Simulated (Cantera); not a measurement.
Input: 1 mol SO2, 1.3 mol O2, 2.5 mol H2O, equilibrated at 82.0 Pa.

Cantera equilibrium calculation (NASA polynomials, part measured and part estimated; ideal gas, pure solids and liquids). Candidate condensed phases: H2O, H2SO4, S; 19 gas species. Rates play no part. All values below are at 1725 K.

Base state: H2O 0.515, O2 0.269, SO2 0.208, OH 0.00613, O 0.00105, H2 0.000902, H 0.000195, SO 0.000115 (mole fractions); condensed: gas only.

**Question.** What changes in the equilibrium state with this change: O2 from 1.3 to 0.17 mol?

**Answer.** 
```json
[
 {"species": "H2O", "before": "0.515", "after": "0.674"},
 {"species": "SO2", "before": "0.208", "after": "0.271"},
 {"species": "O2", "before": "0.269", "after": "0.0465"},
 {"species": "H2", "before": "0.000902", "after": "0.00284"},
 {"species": "SO", "before": "0.000115", "after": "0.000362"},
 {"species": "O", "before": "0.00105", "after": "0.000437"},
 {"species": "SO3", "before": "4.26e-5", "after": "2.32e-5"},
 {"species": "H", "before": "0.000195", "after": "0.000345"}
]
```
